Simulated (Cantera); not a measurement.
Feed: 1 mol (CH3)2SiCl2, 6.5 mol H2, at 0.00133 bar.

Method: chemical equilibrium by Gibbs-energy minimisation in Cantera with the NASA 1993 tables (ideal gas, pure condensed phases). Candidate condensed phases: C, C6H6, C7H8, C8H18, Si, SiC; 109 gas species. The feed counts by its element totals alone. The tables' values for SiCl3 are old estimates; treat these amounts as uncertain. Equilibrium is a limit: real reactors are often held back by kinetics, nucleation or transport.

### Question
At 1425 K, list the 5 most abundant gas species with their mole fractions, and the condensed phases.

### Answer
H2 0.810, HCl 0.189, SiCl2 0.000712, H 0.000168, Cl 3.21e-5. Condensed: C(graphite) + SiC(s).
